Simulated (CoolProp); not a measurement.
Vapour-liquid equilibrium of hydrogen chloride (1) + n-butane (2) at -5.65 °C; x and y are mole fractions of (1).

The numbers come from the multi-fluid Helmholtz-energy mixture model, Thol 2018 and Bücker 2006; pair parameters Bell 2016 in CoolProp.

```json
[
 {"x": "0.05", "bubble pressure (kPa)": "258.3", "y at the bubble point": "0.678", "dew pressure at overall composition x (kPa)": "?", "liquid density (mol/L)": "10.79"},
 {"x": "0.125", "bubble pressure (kPa)": "518.3", "y at the bubble point": "0.840", "dew pressure at overall composition x (kPa)": "94.95", "liquid density (mol/L)": "11.35"},
 {"x": "0.2", "bubble pressure (kPa)": "757.4", "y at the bubble point": "0.892", "dew pressure at overall composition x (kPa)": "104.0", "liquid density (mol/L)": "?"},
 {"x": "0.275", "bubble pressure (kPa)": "964.4", "y at the bubble point": "0.916", "dew pressure at overall composition x (kPa)": "114.8", "liquid density (mol/L)": "12.61"},
 {"x": "0.35", "bubble pressure (kPa)": "1137", "y at the bubble point": "0.930", "dew pressure at overall composition x (kPa)": "?", "liquid density (mol/L)": "13.34"},
 {"x": "0.425", "bubble pressure (kPa)": "1278", "y at the bubble point": "0.939", "dew pressure at overall composition x (kPa)": "144.9", "liquid density (mol/L)": "14.13"},
 {"x": "0.5", "bubble pressure (kPa)": "1396", "y at the bubble point": "0.946", "dew pressure at overall composition x (kPa)": "?", "liquid density (mol/L)": "15.02"},
 {"x": "0.575", "bubble pressure (kPa)": "1500", "y at the bubble point": "0.952", "dew pressure at overall composition x (kPa)": "196.0", "liquid density (mol/L)": "16.02"},
 {"x": "0.65", "bubble pressure (kPa)": "1599", "y at the bubble point": "0.958", "dew pressure at overall composition x (kPa)": "237.9", "liquid density (mol/L)": "17.16"},
 {"x": "0.725", "bubble pressure (kPa)": "1703", "y at the bubble point": "?", "dew pressure at overall composition x (kPa)": "302.4", "liquid density (mol/L)": "18.49"},
 {"x": "0.8", "bubble pressure (kPa)": "1819", "y at the bubble point": "0.971", "dew pressure at overall composition x (kPa)": "415.0", "liquid density (mol/L)": "20.04"},
 {"x": "0.875", "bubble pressure (kPa)": "1953", "y at the bubble point": "0.980", "dew pressure at overall composition x (kPa)": "659.6", "liquid density (mol/L)": "21.91"},
 {"x": "0.95", "bubble pressure (kPa)": "2110", "y at the bubble point": "0.991", "dew pressure at overall composition x (kPa)": "1462", "liquid density (mol/L)": "24.20"}
]
```

**Question.** What belongs in the gaps?

**Answer.** 
- 0.05, dew pressure at overall composition x (kPa): 87.36
- 0.2, liquid density (mol/L): 11.95
- 0.35, dew pressure at overall composition x (kPa): 128.1
- 0.5, dew pressure at overall composition x (kPa): 166.7
- 0.725, y at the bubble point: 0.964

No azeotrope shows between x = 0.05 and 0.95.

The pair parameters rest on a limited set of measurements; away from them the model extrapolates. The gap from Raoult's law changes sign with composition, which may be real or a fault of the pair parameters; it wasn't checked against measurements.
